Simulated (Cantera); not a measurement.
What does this Cantera script print?

```python
import numpy as np
import cantera as ct

gas_names = """
    H HO2 H2 H2O H2O2 O OH O2 O3 P PH PH3 PO PO2 P2 P4 P4O10
""".split()
cond_names = """
    H2O(s) H2O(L) P(cr) P(L) P4O10(s)
""".split()


# ... load() reads the species with a 1 bar reference pressure and builds the phases ...
atoms = {
    'PH3': {'P': 1, 'H': 3},
    'H2O': {'H': 2, 'O': 1},
    'O2': {'O': 2},
}
top_T = {'P4O10(s)': 690}  # K; cautious upper limits of use, not melting points


# ... equilibrate(T, P, feed) seeds the gas with the atoms and calls Mixture.equilibrate('TP', solver="vcs", rtol=1e-11, max_steps=5000) ...
results = []
feed = {'PH3': 1, 'H2O': 0.056, 'O2': 0.7}  # mol
T = 2073.15  # K
P = 69  # Pa
mix = equilibrate(T, P, feed)
results.append((T, P, feed, dict(zip(mix.species_names, mix.species_moles))))
x = sorted(zip(gas.X, gas.species_names), reverse=True)
print(f"T = {T:g} K  P = {P:g} Pa  gas = {mix.phase_moles(0):.4g} mol")
print("   x: " + "  ".join(f"{s} {v:.3e}" for v, s in x if v > 1e-06))
print("   condensed (mol): " + ("  ".join(f"{mix.phase(i).name} {mix.phase_moles(i):.4g}"
      for i in range(1, mix.n_phases) if mix.phase_moles(i) > 1e-12) or "none"))
```

Result:

```
T = 2073.15 K  P = 69 Pa  gas = 2.641 mol
   x: H2 4.581e-01  PO 2.905e-01  H2O 9.628e-02  PO2 8.133e-02  H 6.783e-02  P2 2.685e-03  OH 1.622e-03  P 1.383e-03  O 1.723e-04  PH 2.979e-05  O2 1.549e-05
   condensed (mol): none
```

Equilibrium computed with Cantera from the NASA thermochemical tables; the gas is ideal and each condensed phase is pure. Gases not in the tables: HPO2, HPO3 and P4O6.
